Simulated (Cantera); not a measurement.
# Si2Cl6 + H2 (silicon epitaxy and polysilicon growth)

A closed system holds: 1 mol Si2Cl6, a varied amount of H2, at 900 K and 1.00 Torr.

Equilibrium computed with Cantera from the NASA thermochemical tables; the gas is ideal and each condensed phase is pure. Candidate condensed phases: Si; 19 gas species. The feed counts by its element totals alone. The tables' values for SiCl3 are old estimates; treat these amounts as uncertain. Kinetics and transport are ignored.

| n(H2) (mol) | x H2 | x SiCl4 | x HCl | x SiHCl3 | x SiCl3 | x SiCl2 | n Si(s) |
|---|---|---|---|---|---|---|---|
| 16 | 0.896 | 0.0724 | 0.0215 | 0.00857 | 0.00103 | 0.000701 | 0.545 |
| 24 | 0.925 | 0.0480 | 0.0197 | 0.00640 | 0.000758 | 0.000570 | 0.572 |
| 36 | 0.945 | 0.0312 | 0.0179 | 0.00468 | 0.000549 | 0.000460 | 0.609 |
| 54 | 0.960 | 0.0199 | 0.0161 | 0.00337 | 0.000391 | 0.000367 | 0.660 |
| 81 | 0.970 | 0.0124 | 0.0144 | 0.00237 | 0.000274 | 0.000290 | 0.729 |
| 120 | 0.978 | 0.00760 | 0.0128 | 0.00165 | 0.000190 | 0.000227 | 0.817 |
| 180 | 0.983 | 0.00442 | 0.0112 | 0.00110 | 0.000127 | 0.000173 | 0.935 |
| 280 | 0.987 | 0.00230 | 0.00952 | 0.000677 | 7.76e-5 | 0.000125 | 1.10 |
| 410 | 0.990 | 0.00121 | 0.00812 | 0.000418 | 4.79e-5 | 9.05e-5 | 1.27 |
| 620 | 0.993 | 0.000531 | 0.00662 | 0.000226 | 2.59e-5 | 6.00e-5 | 1.47 |
x: gas mole fraction; n: condensed amount in mol.

From 16 mol H2 to 620 mol H2 the condensed part is Si(s). The main Si-bearing gas is SiCl4 throughout. The share of Si in condensed phases is highest at 620 mol H2 (73.5 %) and lowest at 16 mol H2 (27.3 %).
